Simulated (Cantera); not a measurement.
What does this Cantera script print?

```python
import numpy as np
import cantera as ct

gas_names = """
    B BF BF2 BF3 BN B2 F F2 N NF NF2 NF3 N2
""".split()
cond_names = """
    B(b) B(L) BN(s)
""".split()


# ... load() reads the species with a 1 bar reference pressure and builds the phases ...
atoms = {
    'BN': {'B': 1, 'N': 1},
    'F2': {'F': 2},
}
top_T = {'BN(s)': 3200}  # K; cautious upper limits of use, not melting points


# ... equilibrate(T, P, feed) seeds the gas with the atoms and calls Mixture.equilibrate('TP', solver="vcs", rtol=1e-11, max_steps=5000) ...
results = []
feed = {'BN': 1, 'F2': 3.3}  # mol
P = 100000  # Pa
for T in [825, 925, 1025, 1125, 1225, 1325, 1425]:
    mix = equilibrate(T, P, feed)
    results.append((T, P, feed, dict(zip(mix.species_names, mix.species_moles))))

top = {s: max(r[3][s] / sum(r[3][g] for g in gas_names) for r in results) for s in gas_names}
cols = sorted((s for s in top if top[s] > 1e-06), key=lambda s: -top[s])[:5]
seen = [c for c in cond_names if any(r[3].get(c, 0) > 1e-12 for r in results)]
print("log10 of partial pressures in bar; condensed amounts in mol")
print(f"{'T/K':>10s}" + "".join(f"{s[:9]:>10s}" for s in cols + seen))
for T, P, feed, n in results:
    ng = sum(n[g] for g in gas_names)
    print(f"{T:10.4g}" + "".join(f"{np.log10(max(n[s] / ng * P / 1e5, 1e-99)):10.3f}" for s in cols)
          + "".join(f"{n.get(c, 0):10.4g}" for c in seen))
```

Result:

```
log10 of partial pressures in bar; condensed amounts in mol
       T/K         F        F2       BF3       NF3        N2
       825    -2.218    -0.598    -0.405    -0.519    -1.341
       925    -1.552    -0.390    -0.474    -0.913    -0.971
      1025    -1.076    -0.346    -0.523    -1.509    -0.872
      1125    -0.731    -0.403    -0.558    -2.175    -0.869
      1225    -0.484    -0.537    -0.596    -2.874    -0.899
      1325    -0.323    -0.750    -0.636    -3.621    -0.938
      1425    -0.233    -1.031    -0.669    -4.406    -0.970
```

Cantera equilibrium calculation (NASA polynomials, part measured and part estimated; ideal gas, pure solids and liquids).
